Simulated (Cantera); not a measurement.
Mixture: 8.30 % CH₄, 0.523 % H₂, 19.2 % O₂, 72.0 % N₂, equivalence ratio 0.88, at 1130 Torr, adiabatic and at constant volume. Ignition delay is the time to a rise of 400 K.

Model: GRI-Mech 3.0 (53 species, 325 reactions), integrated in Cantera.

Task: Predict: delay at 1048 K; delay at 1123 K; delay at 1198 K; delay at 1273 K; delay at 1348 K; delay at 1423 K; delay at 1498 K; apparent activation energy between 1348 and 1498 K.

Result: 
| Item | Result |
|---|---|
| delay at 1048 K | 85.5 ms |
| delay at 1123 K | 36.1 ms |
| delay at 1198 K | 14.8 ms |
| delay at 1273 K | 6.12 ms |
| delay at 1348 K | 2.63 ms |
| delay at 1423 K | 1.20 ms |
| delay at 1498 K | 0.583 ms |
| apparent activation energy between 1348 and 1498 K | 170 kJ/mol |
